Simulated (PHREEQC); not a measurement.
Solution (46 °C): 0.047 mol/kgw CdSO4, 0.0021 mol/kgw NaCl and 0.00077 mol/kgw HCl. Closed to the air; pH follows from the charge balance.

Equilibrium calculation in PHREEQC: ion-association model, wateq4f.dat.

Precipitation was switched off in this run.

**Question.** Estimate the pH.

**Answer.** pH 3.55.

**Question.** In which forms is Cd present?

**Answer.** Cd+2 49 %, CdSO4 41 %, Cd(SO4)2-2 8.1 %, CdCl+ 2.8 % of the Cd.

Species that the database lacks are ignored. At this temperature some constants are extrapolated from 25 °C, and those without enthalpy data are left unchanged.
